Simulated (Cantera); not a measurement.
What does this Cantera script print?

```python
import numpy as np
import cantera as ct

gas = ct.Solution("h2o2.yaml")
gas.TPX = 1175, 100000, {'H2': 1.1, 'O2': 1, 'N2': 3.3}
reactor = ct.IdealGasConstPressureReactor(gas, energy="off", clone=False)
net = ct.ReactorNet([reactor])
net.rtol, net.atol = 1e-08, 1e-18
show = ['H2', 'O2', 'H2O', 'H2O2', 'O']
times = np.geomspace(6e-06, 20, 13)

steps = ct.SolutionArray(gas, extra=["t"])
rows = []
print(f"{'t/s':>10s}{'T/K':>9s}{'P/Pa':>11s}" + "".join(f"{s:>11s}" for s in show))
for t in times:
    while net.time < t:
        t_next = net.step()
        steps.append(gas.state, t=t_next)
    rows.append([np.interp(t, steps.t, y) for y in (steps.T, steps.P, *steps(*show).X.T)])
    print(f"{t:10.3e}{rows[-1][0]:9.1f}{rows[-1][1]:11.4g}" + "".join(f"{x:11.3e}" for x in rows[-1][2:]))
rate = np.gradient(steps.T, steps.t)
print("integrator steps:", len(steps.t))
if steps.T.max() > steps.T[0] + 200:
    print(f"time of steepest temperature rise: {steps.t[rate.argmax()]:.4e} s")
gas.TPX = 1175, 100000, {'H2': 1.1, 'O2': 1, 'N2': 3.3}
gas.equilibrate("TP")
print(f"equilibrium (TP): T = {gas.T:.1f} K  " + "  ".join(f"{s} {gas[s].X[0]:.3e}" for s in show))
```

Result:

```
       t/s      T/K       P/Pa         H2         O2        H2O       H2O2          O
 6.000e-06   1175.0      1e+05  2.037e-01  1.852e-01  2.069e-08  3.477e-11  4.427e-09
 2.098e-05   1175.0      1e+05  2.037e-01  1.852e-01  5.317e-06  3.039e-09  7.690e-07
 7.333e-05   1175.0      1e+05  1.761e-02  9.932e-02  2.002e-01  1.932e-05  3.224e-03
 2.564e-04   1175.0      1e+05  1.560e-03  9.335e-02  2.249e-01  5.375e-06  8.421e-05
 8.963e-04   1175.0      1e+05  3.658e-04  9.291e-02  2.263e-01  1.274e-06  8.876e-06
 3.133e-03   1175.0      1e+05  5.844e-05  9.280e-02  2.267e-01  1.742e-07  1.056e-06
 1.095e-02   1175.0      1e+05  2.726e-06  9.278e-02  2.268e-01  4.067e-08  1.689e-07
 3.830e-02   1175.0      1e+05  4.471e-08  9.278e-02  2.268e-01  1.240e-08  4.562e-08
 1.339e-01   1175.0      1e+05  1.106e-08  9.278e-02  2.268e-01  3.859e-09  1.363e-08
 4.681e-01   1175.0      1e+05  5.935e-09  9.278e-02  2.268e-01  1.594e-09  5.466e-09
 1.636e+00   1175.0      1e+05  5.602e-09  9.278e-02  2.268e-01  1.318e-09  4.481e-09
 5.721e+00   1175.0      1e+05  5.601e-09  9.278e-02  2.268e-01  1.317e-09  4.477e-09
 2.000e+01   1175.0      1e+05  5.601e-09  9.278e-02  2.268e-01  1.317e-09  4.477e-09
integrator steps: 1647
equilibrium (TP): T = 1175.0 K  H2 5.601e-09  O2 9.278e-02  H2O 2.268e-01  H2O2 1.317e-09  O 4.477e-09
```

Cantera simulation using the H2/O2 subset of GRI-Mech 3.0, which has no nitrogen chemistry; the numbers are that mechanism's predictions, not measurements. The temperature is held fixed by assumption; the heat of reaction is taken as removed at once.
